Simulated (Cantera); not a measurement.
A closed system holds: 1 mol B₂O₃, 5.6 mol N₂, 0.18 mol H₂, held at 2375 K and 1.00 bar.

Method: chemical equilibrium by Gibbs-energy minimisation in Cantera with the NASA 1993 tables (ideal gas, pure condensed phases). Candidate condensed phases: B, BN, B₂O₃, B₃O₃H₃, H₂O; 39 gas species. Kinetics and transport are ignored.

Base state: N₂ 0.822, B₂O₃ 0.123, HBO₂ 0.0223, H₂ 0.0109, BO 0.00826, HBO 0.00577, B₂O₂ 0.00520, H 0.00147 (mole fractions); condensed: gas only.

Question: What changes in the equilibrium state with this change: temperature from 2375 K to 1650 K?

Answer: 
```
species         before     after
------------  --------  --------
N₂               0.822     0.968
H₂              0.0109    0.0302
HBO₂            0.0223   0.00119
B₂O₃             0.123  0.000348
BO₂           0.000646   3.43e-8
BO             0.00826   2.33e-6
OH             1.68e-5   5.16e-9
B₂O₂           0.00520   7.47e-6
BN(s), mol           0   0.00270
B₂O₃(l), mol         0     0.993
```
Mutual solubility and eutectic melting of coexisting phases are not modelled. Gases not in the tables: H₃BO₃.

Question: What changes in the equilibrium state with this change: H₂ from 0.18 to 0.24 mol?

Answer: 
```csv
species,before,after
N₂,0.822,0.814
B₂O₃,0.123,0.119
HBO₂,0.0223,0.0253
H₂,0.0109,0.0167
H₂O,0.000701,0.000930
HBO,0.00577,0.00752
```
